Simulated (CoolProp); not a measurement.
R236EA along the isotherm 412 K: fugacity coefficient from the reference equation and from simpler models built on Tc = 412.4 K, pc = 3.414 MPa, ω = 0.368; each cubic takes its own stable root.

The numbers come from the reference Helmholtz-energy equation of state, Rui 2013 in CoolProp.

```
p (MPa)   phase  reference
-------  ------  ---------
0.667       gas     0.9333
1.33        gas     0.8682
2           gas     0.8032
2.67        gas     0.7375
4        liquid     0.5790
4.67     liquid     0.5126
5.33     liquid     0.4633
6        liquid     0.4244
```

Task: How far does each simpler model (van der Waals, Redlich-Kwong, Soave-Redlich-Kwong, Peng-Robinson) lie from the reference over these 8 states: mean and median of the absolute difference, and the worst?

Result: 
- van der Waals: mean 6.1 %, median 5.6 %, worst +12.0 % at 412 K and 6 MPa
- Redlich-Kwong: mean 1.6 %, median 1.2 %, worst +3.9 % at 412 K and 6 MPa
- Soave-Redlich-Kwong: mean 1.6 %, median 1.1 %, worst +3.8 % at 412 K and 6 MPa
- Peng-Robinson: mean 1.6 %, median 1.6 %, worst -2.3 % at 412 K and 2.67 MPa
